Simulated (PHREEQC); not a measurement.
# Buffer: an equilibrium model

Consider water at 25 °C with 0.027 mol/kgw H3PO4, 0.0022 mol/kgw Na2B4O7 and 1.4 mol/kgw NaCl. Closed to the air; pH follows from the charge balance.

Equilibrium calculation in PHREEQC: ion-association model, phreeqc.dat.

```json
{
 "pH": "2.04",
 "ionic_strength": "1.42 mol/kgw",
 "activity_of_water": "0.952",
 "density": "1.052 g/cm³",
 "total_alkalinity": "-22.6 meq/kg"
}
```

```tsv
species	molality	activity	log γ
Na+	1.40	1.07	-0.118
Cl-	1.40	0.830	-0.227
H2PO4-	0.0167	0.0107	-0.195
H+	0.0123	0.00905	-0.134
H3PO4	0.0103	0.0142	0.142
H3BO3	0.00880	0.0122	0.142
HPO4-2	4.86e-7	7.32e-8	-0.822
NaHPO4-	2.40e-7	1.53e-7	-0.195
```

Precipitation was switched off in this run. The ionic strength is past about 0.7 mol/kgw, beyond the range of this activity model, so the values are rough.
